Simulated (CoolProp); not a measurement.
Properties of ethanol along the isobar 1.19 bar.

Model: reference Helmholtz-energy equation of state, Schroeder 2014, in CoolProp.

```
T (K)   phase  density (kg/m³)  cp (kJ/(kg K))  cv (kJ/(kg K))  expansivity (1/kK)
-----  ------  ---------------  --------------  --------------  ------------------
288.1  liquid            793.7           2.359           1.975               1.073
294.9  liquid            787.9           2.409           2.021               1.087
301.7  liquid            782.1           2.463           2.068               1.105
308.5  liquid            776.2           2.519           2.117               1.125
315.3  liquid            770.2           2.578           2.166               1.148
322.1  liquid            764.2           2.639           2.216               1.176
328.9  liquid            758.0           2.703           2.267               1.207
335.7  liquid            751.7           2.769           2.318               1.243
342.6  liquid            745.2           2.838           2.369               1.285
```
